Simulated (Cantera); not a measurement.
Input (Python, Cantera) and output of one run.

```python
import numpy as np
import cantera as ct

gas_names = [...]  # 115 gases of nasa_gas.yaml made of C, Ca, H, O
cond_names = """
    C(gr) C6H6(L) C7H8(L) C8H18(L),n-octa Ca(a) Ca(b) Ca(L) CaCO3(caL) CaO(s) CaO(L) CaO2H2(s) H2O(s)
    H2O(L)
""".split()


# ... load() reads the species with a 1 bar reference pressure and builds the phases ...
atoms = {
    'Ca(OH)2': {'Ca': 1, 'O': 2, 'H': 2},
    'H2O': {'H': 2, 'O': 1},
    'CO2': {'C': 1, 'O': 2},
}
top_T = {'C(gr)': 4500}  # K; cautious upper limits of use, not melting points


# ... equilibrate(T, P, feed) seeds the gas with the atoms and calls Mixture.equilibrate('TP', solver="vcs", rtol=1e-11, max_steps=5000) ...
results = []
feed = {'Ca(OH)2': 1, 'H2O': 0.2, 'CO2': 0.24}  # mol
T = 1973.15  # K
P = 13332.2  # Pa
mix = equilibrate(T, P, feed)
results.append((T, P, feed, dict(zip(mix.species_names, mix.species_moles))))
x = sorted(zip(gas.X, gas.species_names), reverse=True)
print(f"T = {T:g} K  P = {P:g} Pa  gas = {mix.phase_moles(0):.4g} mol")
print("   x: " + "  ".join(f"{s} {v:.3e}" for v, s in x if v > 1e-06))
print("   condensed (mol): " + ("  ".join(f"{mix.phase(i).name} {mix.phase_moles(i):.4g}"
      for i in range(1, mix.n_phases) if mix.phase_moles(i) > 1e-12) or "none"))
```

Result:

```
T = 1973.15 K  P = 13332.2 Pa  gas = 1.451 mol
   x: H2O 8.180e-01  CO2 1.593e-01  H2 6.974e-03  CO 6.091e-03  O2 5.693e-03  OH 3.441e-03  H 3.089e-04  O 1.122e-04  CaO2H2 6.753e-05
   condensed (mol): CaO(s) 0.9999
```

These are equilibrium values from Cantera (NASA tables, ideal gas, pure condensed phases), not measurements of a reactor.
